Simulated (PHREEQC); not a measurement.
**Copper plating or etch bath: an equilibrium model**

Solution (65 °C): 0.97 mmol/kgw Cu(NO3)2 and 4.3 mmol/kgw KCl. Closed to the air; pH follows from the charge balance.

Computed with PHREEQC (ion-association model, phreeqc.dat).

```yaml
pH: 4.92
ionic_strength: 0.00712 mol/kgw
specific_conductance: 1690 µS/cm
```

```csv
species,molality,activity,log γ
K+,0.00430,0.00390,-0.042
Cl-,0.00426,0.00386,-0.042
NO3-,0.00194,0.00176,-0.043
Cu+2,0.000916,0.000635,-0.159
CuCl+,4.09e-5,3.71e-5,-0.042
H+,1.29e-5,1.19e-5,-0.037
Cu2(OH)2+2,6.08e-6,4.14e-6,-0.167
CuOH+,5.88e-7,5.34e-7,-0.042
CuCl2,1.13e-7,1.13e-7,0.001
Cu(OH)2,9.37e-8,9.38e-8,0.001
OH-,1.17e-8,1.06e-8,-0.042
```

Precipitation was switched off in this run. Constants without temperature data keep their 25 °C values here.
